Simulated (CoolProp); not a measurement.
Vapour-liquid equilibrium of CH2F2 (R32) (1) + R236EA (2) at 0.411 MPa; x and y are mole fractions of (1).

The numbers come from the multi-fluid Helmholtz-energy mixture model, Tillner-Roth 1997 and Rui 2013; pair parameters Bell 2016 in CoolProp.

| x | bubble temperature (K) | y at the bubble point | dew temperature at overall composition x (K) | liquid density (mol/L) |
|---|---|---|---|---|
| 0.05 | 313.0 | 0.204 | 318.1 | 9.309 |
| 0.125 | 303.9 | 0.436 | 315.7 | 9.929 |
| 0.2 | 295.9 | 0.599 | 313.1 | 10.57 |
| 0.275 | 288.9 | 0.713 | 310.4 | 11.25 |
| 0.35 | 282.9 | 0.793 | 307.5 | 11.96 |
| 0.425 | 277.6 | 0.850 | 304.4 | 12.72 |
| 0.5 | 273.1 | 0.891 | 300.9 | 13.54 |
| 0.575 | 269.1 | 0.921 | 297.2 | 14.42 |
| 0.65 | 265.6 | 0.944 | 292.9 | 15.38 |
| 0.725 | 262.5 | 0.962 | 288.1 | 16.44 |
| 0.8 | 259.7 | 0.976 | 282.3 | 17.62 |
| 0.875 | 257.2 | 0.986 | 274.9 | 18.93 |
| 0.95 | 254.9 | 0.995 | 264.7 | 20.42 |

No azeotrope shows between x = 0.05 and 0.95.

The pair parameters rest on a limited set of measurements; away from them the model extrapolates.
